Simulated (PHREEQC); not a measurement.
Dissolve 0.98 mol/kgw LiBr, 0.011 mol/kgw H3BO3 and 0.00024 mol/kgw H4SiO4 at 25 °C. Closed to the air; pH follows from the charge balance.

Equilibrium calculation in PHREEQC: Pitzer model, pitzer.dat.

No solid was allowed to form.

### Question
Estimate the pH, density, osmotic coefficient.

### Answer
pH 5.36; density 1.056 g/cm³; osmotic coefficient 1.034.
